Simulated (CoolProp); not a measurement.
A simple Rankine cycle with n-perfluorohexane: condensing at 312.15 K, boiler at 0.771 MPa, turbine inlet 408.7 K, turbine efficiency 0.7, pump efficiency 0.8, no recuperator. Each further row changes one setting.

Model: reference Helmholtz-energy equation of state, Gao 2022, in CoolProp.

```json
[
 {"case": "as stated", "thermal efficiency (%)": "9.4", "net work (kJ/kg)": "15.7", "heat in (kJ/kg)": "167", "turbine exit temperature (K)": "381.4", "volume ratio over the turbine": "18.7"},
 {"case": "turbine inlet 428.7 K", "thermal efficiency (%)": "9.0", "net work (kJ/kg)": "17.0", "heat in (kJ/kg)": "188", "turbine exit temperature (K)": "402.6", "volume ratio over the turbine": "17.4"},
 {"case": "condensing temperature 304.15 K", "thermal efficiency (%)": "10.1", "net work (kJ/kg)": "17.8", "heat in (kJ/kg)": "175", "turbine exit temperature (K)": "379.0", "volume ratio over the turbine": "25.7"},
 {"case": "boiler pressure 0.54 MPa", "thermal efficiency (%)": "8.4", "net work (kJ/kg)": "14.3", "heat in (kJ/kg)": "171", "turbine exit temperature (K)": "387.2", "volume ratio over the turbine": "11.6"},
 {"case": "turbine efficiency 0.6", "thermal efficiency (%)": "8.0", "net work (kJ/kg)": "13.4", "heat in (kJ/kg)": "167", "turbine exit temperature (K)": "383.8", "volume ratio over the turbine": "18.8"}
]
```
